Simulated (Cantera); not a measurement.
Input: 1 mol Cu, 6.2 mol F₂, equilibrated at 1348 K and 13.3 mbar.

Cantera equilibrium calculation (NASA polynomials, part measured and part estimated; ideal gas, pure solids and liquids). Candidate condensed phases: Cu, CuF₂; 6 gas species. Equilibrium is a limit: real reactors are often held back by kinetics, nucleation or transport.

Base state: F 0.905, CuF₂ 0.0883, F₂ 0.00663 (mole fractions); condensed: gas only.

### Question
What changes in the equilibrium state with this change: 0.003 mol CH₄ added?

### Answer
```
species   before     after
-------  -------  --------
F          0.905     0.904
CuF₂      0.0883    0.0884
F₂       0.00663   0.00661
HF             0   0.00106
CF₄            0  0.000265
```
Further candidate phases: C, C₆H₆, C₇H₈, C₈H₁₈.
